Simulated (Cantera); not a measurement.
A perfectly stirred reactor is fed with H2 : O2 : N2 = 0.45 : 1 : 2.1 (molar parts), equivalence ratio 0.23, at 100.0 Torr; it is held at 1350 K, and followed from long to short residence time.

Detailed kinetics in Cantera: the H2/O2 subset of GRI-Mech 3.0, which has no nitrogen chemistry. The temperature is held fixed by assumption; the heat of reaction is taken as removed at once.

Task: Predict: x(H2) at τ = 7.80 s; x(O2) at τ = 7.80 s; x(HO2) at τ = 7.80 s; x(H) at τ = 7.80 s; x(H2O2) at τ = 7.80 s; x(H2) at τ = 39.0 ms; x(O2) at τ = 39.0 ms; x(HO2) at τ = 39.0 ms; x(H) at τ = 39.0 ms; x(H2O2) at τ = 39.0 ms.

Result: 
```json
{
 "x(H2) at τ = 7.80 s": "2.82e-5",
 "x(O2) at τ = 7.80 s": "0.233",
 "x(HO2) at τ = 7.80 s": "7.05e-7",
 "x(H) at τ = 7.80 s": "2.61e-6",
 "x(H2O2) at τ = 7.80 s": "7.07e-8",
 "x(H2) at τ = 39.0 ms": "0.000896",
 "x(O2) at τ = 39.0 ms": "0.232",
 "x(HO2) at τ = 39.0 ms": "9.48e-6",
 "x(H) at τ = 39.0 ms": "0.000539",
 "x(H2O2) at τ = 39.0 ms": "5.34e-7"
}
```
